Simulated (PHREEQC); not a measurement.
0.27 g of hydrous ferric oxide (600 m²/g; 0.2 weak and 0.005 strong sites per Fe, Dzombak-Morel constants, diffuse double layer) in 1 kg of water with 0.001 mol/kgw of an inert sodium salt and 0.007 mmol/kgw Ag2SO4, at 25 °C; the pH is set by adding NaOH or the inert anion's acid. O2 is buffered at 0.21 atm. The system is closed to CO2. Nothing may precipitate in this run.

The numbers come from PHREEQC with the ion-association model, wateq4f.dat.

| pH | S sorbed (%) | Ag sorbed (%) | surface charge σ (C/m²) | surface potential ψ (mV) |
|---|---|---|---|---|
| 3 | 100.0 | 0.0 | 0.251 | 231 |
| 3.67 | 100.0 | 0.1 | ___ | 219 |
| 4.33 | 100.0 | 0.4 | 0.089 | ___ |
| 5 | 99.9 | 2.0 | 0.049 | ___ |
| 5.67 | 98.9 | 8.4 | 0.026 | 134 |
| 6.33 | 86.0 | 26.0 | ___ | ___ |
| 7 | 26.9 | 53.1 | 0.006 | 63 |
| 7.67 | 1.9 | ___ | 0.002 | 25 |
| 8.33 | 0.1 | 90.7 | -0.001 | -13 |
| 9 | 0.0 | ___ | -0.004 | -51 |
| 9.67 | 0.0 | 99.4 | ___ | -89 |
| 10.33 | 0.0 | 99.9 | -0.023 | -124 |
| 11 | 0.0 | 100.0 | -0.055 | -155 |

Question: Fill in the missing entries.

Answer: 
- 3.67, surface charge σ (C/m²): 0.152
- 4.33, surface potential ψ (mV): 196
- 5, surface potential ψ (mV): 167
- 6.33, surface charge σ (C/m²): 0.013
- 6.33, surface potential ψ (mV): 99
- 7.67, Ag sorbed (%): 76.6
- 9, Ag sorbed (%): 97.3
- 9.67, surface charge σ (C/m²): -0.011

The oxide is taken as insoluble; below pH 4 it would dissolve.
